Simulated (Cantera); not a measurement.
Standard-state values (1 bar) from the NASA 1993 polynomials, evaluated with Cantera. Values are per mole of reaction as written; species without (g) are pure solids or liquids, kept so even where they would boil at 1 bar. TaC: taken at fixed stoichiometry.

TaO2(g) + 2 C2H6(g) ⇌ 2 CH3OH(g) + TaC + CH4(g), with ΔH° = -252.0 kJ and ΔS° = -30.3 J/K at 300 K.

### Question
How far is the shortcut ΔG° ≈ ΔH°(300 K) − T·ΔS°(300 K) from the full temperature-dependent value at 1273, 1323, 1373, 1423, 1473, 1523, 1573, 1623, 1673, 1723, 1773 K?

### Answer
```
T (K)  shortcut (kJ)  full (kJ)  difference (kJ)  difference in log10 K
-----  -------------  ---------  ---------------  ---------------------
1273          -213.5     -218.1              4.6                  -0.19
1323          -212.0     -216.9              5.0                  -0.20
1373          -210.5     -215.8              5.3                  -0.20
1423          -208.9     -214.6              5.7                  -0.21
1473          -207.4     -213.5              6.1                  -0.21
1523          -205.9     -212.3              6.4                  -0.22
1573          -204.4     -211.2              6.8                  -0.23
1623          -202.9     -210.1              7.3                  -0.23
1673          -201.4     -209.1              7.7                  -0.24
1723          -199.9     -208.0              8.1                  -0.25
1773          -198.3     -206.9              8.6                  -0.25
```
The shortcut ignores the heat-capacity change of the reaction.
